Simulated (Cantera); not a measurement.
trisilylamine + N2 + NH3 (silicon nitride deposition)

A closed system holds: 1 mol trisilylamine, 0.48 mol N2, 7.7 mol NH3.

Method: chemical equilibrium by Gibbs-energy minimisation in Cantera with the NASA 1993 tables (ideal gas, pure condensed phases). Candidate condensed phases: Si, Si3N4; 18 gas species. The feed counts by its element totals alone. Mutual solubility and eutectic melting of coexisting phases are not modelled. Kinetics and transport are ignored.

Question: Map the stable condensed phases over T = 1448, 1498, 1548, 1598, 1648, 1698, 1748, 1798, 1848, 1898, 1948, 1998, 2048, 2098 K and P in Pa = 5, 17, 59, 210, 710, 2400, 8400, 29000, 100000.

Answer: 
```
T in K \ P in Pa
              5     17     59    210    710   2400   8400  29000 100000
   2098       A      A      A      B      B      B      B      B      B
   2048       A      A      A      B      B      B      B      B      B
   1998       A      A      B      B      B      B      B      B      C
   1948       A      A      B      B      B      B      B      B      D
   1898       A      B      B      B      B      B      B      D      D
   1848       A      B      B      B      B      B      C      D      D
   1798       B      B      B      B      B      B      D      D      D
   1748       B      B      B      B      B      C      D      D      D
   1698       B      B      B      B      C      D      D      D      D
   1648       B      B      B      B      D      D      D      D      D
   1598       B      B      B      D      D      D      D      D      D
   1548       B      B      C      D      D      D      D      D      D
   1498       B      B      D      D      D      D      D      D      D
   1448       B      D      D      D      D      D      D      D      D
```
A: gas only; B: Si; C: Si + Si3N4; D: Si3N4.
